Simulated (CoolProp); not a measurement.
Vapour-liquid equilibrium of n-hexane (1) + o-xylene (2) at 0.344 MPa; x and y are mole fractions of (1).

The numbers come from the multi-fluid Helmholtz-energy mixture model, Thol 2019 and Zhou 2012; pair parameters Bell 2016 in CoolProp.

```
x      bubble temperature (°C)  y at the bubble point  dew temperature at overall composition x (°C)  liquid density (mol/L)
-----  -----------------------  ---------------------  ---------------------------------------------  ----------------------
0.05                     187.8                  0.202                                            ___                   6.779
0.125                      ___                    ___                                          191.6                   6.831
0.2                      165.1                  0.573                                            ___                   6.862
0.275                    156.6                  0.678                                          184.0                   6.875
0.35                     149.4                  0.753                                          179.8                   6.875
0.425                    143.2                  0.809                                          175.3                   6.863
0.5                      137.9                  0.852                                          170.4                   6.843
0.575                    133.3                  0.886                                          165.0                   6.815
0.65                     129.1                  0.914                                          159.0                   6.782
0.725                    125.3                  0.937                                          152.2                   6.743
0.8                      121.8                  0.957                                            ___                     ___
0.875                    118.6                  0.974                                          134.8                   6.652
0.95                     115.5                  0.990                                          123.1                   6.602
```

Question: Complete the blanks.

Answer: 
- 0.05, dew temperature at overall composition x (°C): 195.1
- 0.125, bubble temperature (°C): 175.4
- 0.125, y at the bubble point: 0.423
- 0.2, dew temperature at overall composition x (°C): 187.9
- 0.8, dew temperature at overall composition x (°C): 144.3
- 0.8, liquid density (mol/L): 6.699

No azeotrope shows between x = 0.05 and 0.95.

Pair parameters are fitted to limited data, so mixtures are less certain than the pure fluids.
